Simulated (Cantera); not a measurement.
What does this Cantera script print?

```python
import numpy as np
import cantera as ct

gas = ct.Solution("gri30.yaml")
gas.TPX = 650, 12000, {'CH4': 1, 'C2H6': 0.11, 'C3H8': 0.13, 'O2': 2.53, 'N2': 9.51}
flame = ct.FreeFlame(gas, width=0.18)
flame.set_refine_criteria(ratio=3, slope=0.08, curve=0.16)
flame.transport_model = "mixture-averaged"
flame.solve(loglevel=0, auto=True)
z, T = flame.grid, flame.T
thick = (T[-1] - T[0]) / np.gradient(T, z).max()
show = ['CH4', 'C2H6', 'C3H8', 'C2H', 'CH2O', 'H']
print(f"laminar burning velocity  {flame.velocity[0] * 100:.3f} cm/s")
print(f"burnt temperature         {T[-1]:.1f} K")
print(f"thermal thickness         {thick * 1e3:.4f} mm")
print(f"grid points               {len(z)}")
z0 = z[flame.heat_release_rate.argmax()]
print(f"{'z/mm':>9s}{'T/K':>9s}{'u/(m/s)':>9s}" + "".join(f"{s:>11s}" for s in show))
rows = []
for k in (-3, -2, -1.5, -1, -0.5, -0.25, 0, 0.25, 0.5, 1, 2, 4, 8):
    zz = z0 + k * thick
    rows.append([k * thick, np.interp(zz, z, T), np.interp(zz, z, flame.velocity),
                 *(np.interp(zz, z, flame.X[gas.species_index(s)]) for s in show)])
    print(f"{rows[-1][0] * 1e3:9.3f}{rows[-1][1]:9.1f}{rows[-1][2]:9.3f}" + "".join(f"{x:11.3e}" for x in rows[-1][3:]))
```

Output:

```
laminar burning velocity  203.281 cm/s
burnt temperature         2320.9 K
thermal thickness         2.0411 mm
grid points               154
     z/mm      T/K  u/(m/s)        CH4       C2H6       C3H8        C2H       CH2O          H
   -6.123    650.0    2.035  7.519e-02  8.273e-03  9.778e-03  5.618e-23  7.545e-08  1.201e-08
   -4.082    650.9    2.044  7.491e-02  8.249e-03  9.751e-03  1.395e-19  1.878e-06  4.079e-07
   -3.062    655.5    2.066  7.433e-02  8.212e-03  9.705e-03  1.805e-17  1.264e-05  2.914e-06
   -2.041    702.2    2.236  7.142e-02  8.113e-03  9.464e-03  1.187e-14  1.139e-04  2.935e-05
   -1.021   1062.4    3.478  5.288e-02  6.931e-03  5.967e-03  4.485e-10  9.175e-04  4.727e-04
   -0.510   1453.9    4.871  3.035e-02  2.799e-03  1.436e-03  1.287e-07  1.453e-03  2.182e-03
    0.000   1815.9    6.181  9.086e-03  1.856e-04  3.158e-05  2.603e-06  8.665e-04  6.726e-03
    0.510   1989.2    6.802  1.243e-03  1.585e-06  3.997e-08  2.941e-06  2.276e-04  1.222e-02
    1.021   2033.4    6.947  9.695e-05  4.586e-09  7.084e-12  5.039e-07  2.662e-05  1.602e-02
    2.041   2051.0    6.980  3.802e-07  6.596e-14  5.724e-19  2.847e-09  1.254e-07  1.882e-02
    4.082   2063.3    6.999  5.662e-11  3.373e-20  8.001e-27  5.911e-13  7.453e-11  1.948e-02
    8.164   2076.9    7.035  4.107e-15  3.584e-25  1.769e-33  6.607e-17  5.417e-11  1.888e-02
   16.329   2099.0    7.098  9.772e-17  8.764e-30  2.018e-39  5.516e-21  5.509e-11  1.748e-02
```

Cantera simulation using GRI-Mech 3.0 (53 species, 325 reactions); the numbers are that mechanism's predictions, not measurements. Burning velocities carry a grid error of a few per cent, more on coarse grids.
